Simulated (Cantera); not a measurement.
## Gas-phase reforming

An isothermal, constant-pressure homogeneous reactor starts with 18.7 % CH4, 74.7 % H2O, 6.35 % H2, 0.243 % N2, at 1875 K and 3750 Torr.

Cantera simulation using GRI-Mech 3.0 (53 species, 325 reactions); the numbers are that mechanism's predictions, not measurements.

```
t (s)        x CH4  x H2O   x H2    x C2H2    x H2O2      x O
--------  --------  -----  -----  --------  --------  -------
0.000200     0.110  0.695  0.157    0.0259  2.63e-10  9.45e-9
0.000740    0.0583  0.646  0.234    0.0452  1.98e-10  6.16e-9
0.00274     0.0283  0.580  0.307    0.0445  1.42e-10  5.11e-9
0.0101      0.0178  0.490  0.385    0.0233  8.11e-11  4.64e-9
0.0374     0.00742  0.411  0.452   0.00392  4.71e-11  4.34e-9
0.138     0.000416  0.386  0.476   1.33e-5  3.93e-11  4.11e-9
0.512      9.05e-8  0.386  0.476  2.83e-12  3.95e-11  4.15e-9
1.89       8.45e-8  0.386  0.476  2.55e-12  3.95e-11  4.15e-9
7.00       8.45e-8  0.386  0.476  2.55e-12  3.95e-11  4.15e-9
```
x: mole fraction; the columns are a selection and need not sum to one.

Equilibrium at this temperature and pressure: CH4 9.46e-8, H2O 0.386, H2 0.476, C2H2 2.89e-12, H2O2 3.95e-11, O 4.15e-9 (gas phase only).
